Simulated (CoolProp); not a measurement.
Vapour-liquid equilibrium of R125 (1) + R1234yf (2) at -31.95 °C; x and y are mole fractions of (1).

Values from CoolProp's multi-fluid Helmholtz-energy mixture model, Lemmon 2005 and Lemmon 2022; pair parameters Bell 2023.

| x | bubble pressure (MPa) | y at the bubble point | dew pressure at overall composition x (MPa) | liquid density (mol/L) |
|---|---|---|---|---|
| 0.05 | 0.09674 | 0.107 | 0.09343 | 11.18 |
| 0.2 | 0.1147 | 0.359 | 0.1027 | 11.30 |
| 0.35 | 0.1325 | 0.544 | 0.1140 | 11.43 |
| 0.5 | 0.1503 | 0.687 | 0.1278 | 11.57 |
| 0.65 | (withheld) | 0.802 | 0.1453 | 11.71 |
| 0.8 | (withheld) | 0.896 | (withheld) | 11.87 |
| 0.95 | 0.2043 | 0.976 | 0.1980 | 12.05 |

Task: Some entries are withheld; supply them.

Result: 
- 0.65, bubble pressure (MPa): 0.1682
- 0.8, bubble pressure (MPa): 0.1861
- 0.8, dew pressure at overall composition x (MPa): 0.1679

No azeotrope shows between x = 0.05 and 0.95.

The pair parameters rest on a limited set of measurements; away from them the model extrapolates.
